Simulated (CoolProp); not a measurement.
Computed with CoolProp (reference Helmholtz-energy equation of state, Zhou 2012).

Task: Give the vapour pressure (MPa), vapour density (kg/m³), enthalpy of vaporisation (kJ/kg), vapour viscosity (µPa s) of saturated p-xylene at 364.5, 511.3 K.

Result: 
| T (K) | p (MPa) | vapour density (kg/m³) | enthalpy of vaporisation (kJ/kg) | vapour viscosity (µPa s) |
|---|---|---|---|---|
| 364.5 | 0.0238 | 0.848 | 364 | 7.81 |
| 511.3 | 0.818 | 25.4 | 261 | 10.9 |

Viscosity comes from a separate model (Balogun 2015).
